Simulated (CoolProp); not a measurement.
The fluid at 298.15 K and 4.25 MPa expands adiabatically to 1.92 MPa with isentropic efficiency 0.8. The same conditions are run with several fluids, on thermodynamics alone (safety and materials aside).

Values from CoolProp's reference Helmholtz-energy equation of state of each fluid (oxygen: Schmidt 1985; fluorine: de Reuck 1990; ethylene: Smukala 2000; methane: Setzmann 1991).

| fluid | work (kJ/kg) | final temperature (K) | final density (kg/m³) |
|---|---|---|---|
| oxygen | (withheld) | (withheld) | (withheld) |
| fluorine | (withheld) | 250.2 | 35.7 |
| ethylene | 37.0 | 249.4 | 33.8 |
| methane | (withheld) | 252.5 | (withheld) |

Task: Fill in the missing entries.

Result: 
- oxygen, work (kJ/kg): 42.7
- oxygen, final temperature (K): 247.5
- oxygen, final density (kg/m³): 30.7
- fluorine, work (kJ/kg): 36.5
- methane, work (kJ/kg): 82.8
- methane, final density (kg/m³): 15.6
